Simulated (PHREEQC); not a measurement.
Model water analysis in mg/L, 25 °C, pH 6.96, pe 9.7: Na 0.0147; K 0.00713; Ca 0.0212; Mg 0.0117; Cl 0.0162; S(6) as SO4 0.0105; Alkalinity as HCO3 0.129; Ba 0.000695; Ni 9.26e-05; Sr 0.00508.

Valence states are taken as typed.

The numbers come from PHREEQC with the ion-association model, wateq4f.dat.

```
Quantity                        Value
--------------------  ---------------
ionic strength        4.17e-6 mol/kgw
charge-balance error            3.0 %
```

```tsv
species	molality	activity	log γ
HCO3-	2.13e-6	2.12e-6	-0.001
Na+	6.39e-7	6.38e-7	-0.001
Ca+2	5.29e-7	5.24e-7	-0.004
CO2	5.24e-7	5.24e-7	0.000
Mg+2	4.81e-7	4.77e-7	-0.004
Cl-	4.57e-7	4.56e-7	-0.001
K+	1.82e-7	1.82e-7	-0.001
H+	1.10e-7	1.10e-7	-0.001
SO4-2	1.09e-7	1.08e-7	-0.004
OH-	9.15e-8	9.13e-8	-0.001
Sr+2	5.80e-8	5.74e-8	-0.004
Ba+2	5.06e-9	5.01e-9	-0.004
Ni+2	1.56e-9	1.55e-9	-0.004
```

Precipitation was switched off in this run. Species that the database lacks are ignored.
